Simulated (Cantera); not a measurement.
An isothermal, constant-pressure homogeneous reactor starts with 3.03 % C2H6, 97.0 % N2, at 1125 K and 173 Torr.

Detailed kinetics in Cantera: GRI-Mech 3.0 (53 species, 325 reactions). GRI-Mech 3.0 stops at C3 and has no aromatics, soot or wall deposition, so with more carbon than oxygen in the feed, carbon stays in small species such as C2H2 where larger ones or solid carbon would form.

One state of this run: x C2H6 = 0.00335; x C2H2 = 0.00274; x H2 = 0.0265; x C2H = 7.70e-12; x CH4 = 0.00236; x H = 8.98e-7. x: mole fraction; the columns are a selection and need not sum to one.

Problem. Which value of t (s) does it belong to?
A) 1.74e-5
B) 0.401
C) 0.000270
D) 7.00e-6

Solution. B, 0.401
